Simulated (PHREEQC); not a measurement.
Consider water at 25 °C with 0.0025 mol/kgw K2CO3. Closed to the air; pH follows from the charge balance.

Equilibrium calculation in PHREEQC: ion-association model, wateq4f.dat.

Each row changes one thing in this solution. No solid was allowed to form.

```tsv
case	pH	ionic strength (mol/kgw)
as made	10.73	0.00691
K2CO3 replaced by KF at the same molality	7.32	0.00250
K2CO3 from 0.0025 to 0.00125 mol/kgw	10.57	0.00335
K2CO3 from 0.0025 to 0.00375 mol/kgw	10.81	0.0105
0.0012 mol/kgw LiOH added	11.12	0.00843
0.0014 mol/kgw ZnSO4 added	9.12	0.00708
0.0015 mol/kgw Na2SO4 added	10.71	0.0112
```

Some of these states are supersaturated (in Zn(OH)2-e, Zn(OH)2-a, for instance). The database's zinc carbonate complexes are estimates, stronger than later reviews accept.
